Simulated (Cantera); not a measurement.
**Adiabatic ignition**

An adiabatic, constant-pressure homogeneous reactor starts with CH3OH : O2 : N2 : H2 = 1 : 1 : 3.76 : 0.013 (molar parts), at 1348 K and 1000000 Pa.

Computed with Cantera and GRI-Mech 3.0 (53 species, 325 reactions). GRI-Mech 3.0 was tuned for natural gas; its chemistry of methanol as a main component is partial and can be far from experiment.

```tsv
t (s)	T (K)	x CH3OH	x O2	x O	x H2O	x N2O
2.00e-6	1348	0.173	0.173	6.68e-10	3.55e-6	2.42e-12
1.07e-5	1348	0.173	0.173	7.38e-10	2.02e-5	7.69e-11
5.69e-5	1349	0.173	0.173	2.03e-9	0.000320	2.08e-9
0.000304	2735	<1e-12	0.000460	0.000285	0.232	1.59e-7
0.00162	2730	<1e-12	0.000433	0.000270	0.232	1.86e-7
0.00864	2729	<1e-12	0.000432	0.000270	0.232	1.87e-7
0.0461	2729	<1e-12	0.000432	0.000270	0.232	1.87e-7
0.246	2729	<1e-12	0.000432	0.000270	0.232	1.87e-7
1.31	2729	<1e-12	0.000432	0.000270	0.232	1.87e-7
7.00	2729	<1e-12	0.000432	0.000270	0.232	1.87e-7
```
x: mole fraction; the columns are a selection and need not sum to one.

- time of steepest temperature rise = 0.151 ms
- temperature at 7.00 s = 2729 K
- equilibrium temperature = 2729 K
- x(CH3OH) at 7.00 s = <1e-12 (gas-phase equilibrium <1e-12)
- x(O2) at 7.00 s = 0.000432 (gas-phase equilibrium 0.000432)
- x(O) at 7.00 s = 0.000270 (gas-phase equilibrium 0.000270)
